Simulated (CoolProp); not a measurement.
R115 at several states: fugacity coefficient from the reference equation and from simpler models built on Tc = 353.1 K, pc = 31.29 bar, ω = 0.248; each cubic takes its own stable root.

Model: reference Helmholtz-energy equation of state, Lemmon 2016, in CoolProp.

```csv
T (K),p (bar),phase,reference
309.7,3.8,gas,0.9396
493.9,128,supercritical,0.7092
440.3,0.208,gas,0.9990
404.6,0.359,gas,0.9976
473.1,1.77,gas,0.9934
```

Q: How far does each simpler model (van der Waals, Peng-Robinson) lie from the reference over these 5 states: mean and median of the absolute difference, and the worst?

A: 
- van der Waals: mean 2.6 %, median 0.1 %, worst -11.9 % at 493.9 K and 128 bar
- Peng-Robinson: mean 0.6 %, median 0.1 %, worst -1.8 % at 493.9 K and 128 bar
